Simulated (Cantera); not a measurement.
Feed: 1 mol HI, 2.3 mol H2O, 13 mol H2, equilibrated at 652 °C and 20.0 Pa.

Method: chemical equilibrium by Gibbs-energy minimisation in Cantera with the NASA 1993 tables (ideal gas, pure condensed phases). Candidate condensed phases: H2O, I2; 12 gas species. The numbers say what is thermodynamically allowed, not how fast it happens.

Question: What is the equilibrium state?

Answer: 
```
Property                              Value
--------------------------------  ---------
x(H2)                                 0.799
x(H2O)                                0.140
x(HI)                                0.0446
x(I)                                 0.0161
x(I2)                               7.54e-5
gas amount                        16.43 mol
log10 activity of I2(l) (absent)      -9.81
```
